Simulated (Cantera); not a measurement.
Feed: 1 mol TiO₂, 2.3 mol CH₄, 0.7 mol H₂.

Equilibrium computed with Cantera from the NASA thermochemical tables; the gas is ideal and each condensed phase is pure. Candidate condensed phases: C, C₆H₆, C₇H₈, C₈H₁₈, H₂O, Ti, TiC, TiO, TiO₂, Ti₂O₃, Ti₃O₅, Ti₄O₇; 113 gas species. Mutual solubility and eutectic melting of coexisting phases are not modelled. TiC, TiO: taken at fixed stoichiometry. Condensed phases not in the tables: solid solutions among these carbides, nitrides and lower oxides. Rates play no part.

**Question.** What condenses at these points (T in °C, P in Pa): (1527, 1000000); (1677, 100); (1452, 1000000); (1677, 1000000); (1702, 10); (1652, 1000); (1452, 320)?

**Answer.** 
| T (°C) | P in Pa | condensed phases | Ti condensed (%) |
|---|---|---|---|
| 1527 | 1000000 | TiC + Ti₂O₃ | 100.0 |
| 1677 | 100 | TiC + TiO | 99.6 |
| 1452 | 1000000 | TiC + Ti₃O₅ | 100.0 |
| 1677 | 1000000 | TiC + Ti₂O₃ | 100.0 |
| 1702 | 10 | TiC + TiO | 87.7 |
| 1652 | 1000 | TiC + TiO | 100.0 |
| 1452 | 320 | TiC + TiO + Ti₂O₃ | 100.0 |
